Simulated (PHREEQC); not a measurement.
PHREEQC input (ion-association model, wateq4f.dat):

```
SOLUTION_SPECIES
  2 NO3- + 12 H+ + 10 e- = N2 + 6 H2O  # shut off: nitrate stays nitrate
    -log_k -100
    -delta_h 0
    -analytic -100
SOLUTION 1
  temp 25
  units mol/kgw
  pH 7 charge
  Cl 0.049
  Na 0.049
END
SELECTED_OUTPUT 1
  -reset false
  -pH true
  -pe true
  -ionic_strength true
  -water true
  -totals Ag C Cl N Na C(-4) C(4) N(5) N(3) N(0)
    N(-3)
  -molalities H+ Ag+ CO3-2 Cl- NO3- Na+ NH3 CO2 HCO3- NaCO3-
    NaHCO3 O2 NH4+ OH- NO2- AgCl AgCl2- AgCl3-2 AgCl4-3 AgOH
    Ag(OH)2- AgNO3 Ag(NO2)2-
  -equilibrium_phases Ag2CO3 Cerargyrite Ag2O Halite Nahcolite Natron
PRINT
  -reset false
USE solution 1
REACTION 1
  AgNO3 1
  0 0.0208 0.0417 0.0625 0.0833 0.104 0.125 0.146 0.167 0.188 0.208 0.229 0.25 moles
EQUILIBRIUM_PHASES 1
  Ag2CO3 0 0.5
  Cerargyrite 0 0
  Ag2O 0 0
  Halite 0 0
  Nahcolite 0 0
  Natron 0 0
  O2(g) -0.68 10
END
```

Selected output (columns that matter, 13 of 13 rows; AgNO3 added (mol) added in front):

```
AgNO3 added (mol)	pH	mu	Ag	C	Cl	N	Na	m_H+	m_Ag+	m_CO3-2	m_Cl-	Ag2CO3	Cerargyrite	Ag2O
0	10.761	0.059616	4.4122e-05	0.025863	6.8856e-06	0	0.049002	2.0493e-11	4.1735e-05	0.016539	6.5586e-06	0.47414	0.048993	0.0013437
0.0208	10.636	0.054576	5.8047e-05	0.01513	5.2084e-06	0.020801	0.049001	2.7212e-11	5.5312e-05	0.0090739	4.8811e-06	0.48487	0.048995	0.0010028
0.0417	10.322	0.050306	0.00011727	0.0041915	2.6793e-06	0.041701	0.049001	5.5875e-11	0.00011338	0.0020882	2.3518e-06	0.49581	0.048997	0.00048417
0.0625	8.2607	0.062247	0.013516	1.1168e-05	3.4722e-07	0.0625	0.049	6.495e-09	0.013247	1.6719e-07	2.0804e-08	0.49999	0.049	3.4193e-06
0.0833	7.8673	0.08246	0.034308	4.6056e-06	3.3352e-07	0.0833	0.049	1.6291e-08	0.03346	2.9608e-08	8.6201e-09	0.5	0.049	9.1413e-07
0.104	7.6712	0.1024	0.055006	3.0046e-06	3.2902e-07	0.104	0.049	2.5862e-08	0.053398	1.2804e-08	5.6004e-09	0.5	0.049	3.0046e-07
0.125	7.5384	0.12246	0.076005	2.2639e-06	3.2612e-07	0.125	0.049	3.543e-08	0.073458	7.3342e-09	4.1963e-09	0.5	0.049	2.0257e-08
0.146	7.4121	0.14236	0.097004	1.9617e-06	3.2384e-07	0.146	0.049	4.7739e-08	0.093362	4.8602e-09	3.3872e-09	0.5	0.049	0
0.167	7.3094	0.16212	0.118	1.7638e-06	3.2186e-07	0.167	0.049	6.0868e-08	0.11312	3.51e-09	2.8576e-09	0.5	0.049	0
0.188	7.2248	0.18174	0.139	1.615e-06	3.2004e-07	0.188	0.049	7.4367e-08	0.13274	2.6821e-09	2.4821e-09	0.5	0.049	0
0.208	7.1564	0.20031	0.159	1.5025e-06	3.1842e-07	0.208	0.049	8.7468e-08	0.15131	2.1545e-09	2.2125e-09	0.5	0.049	0
0.229	7.0942	0.21968	0.18	1.4053e-06	3.1679e-07	0.229	0.049	1.014e-07	0.17068	1.7621e-09	1.9907e-09	0.5	0.049	0
0.25	7.0395	0.23894	0.201	1.3237e-06	3.1522e-07	0.25	0.049	1.1546e-07	0.18994	1.4746e-09	1.8126e-09	0.5	0.049	0
```
